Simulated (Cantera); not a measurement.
**Ignition delay**

Mixture: 11.8 % CH4, 15.8 % O2, 59.4 % N2, 13.0 % H2O, equivalence ratio 1.5, at 16.8 atm, adiabatic and at constant volume. Ignition delay is the time to a rise of 400 K.

Detailed kinetics in Cantera: GRI-Mech 3.0 (53 species, 325 reactions). The pressure lies above the range GRI-Mech 3.0 was tuned for (to about 10 atm).

```csv
T0 (K),delay (ms)
1200,3.12
1275,1.37
1350,0.645
1425,0.317
1500,0.160
1575,0.0815
1650,0.0422
1725,0.0224
```

```json
{
  "apparent activation energy between 1575 and 1725 K": "190 kJ/mol"
}
```
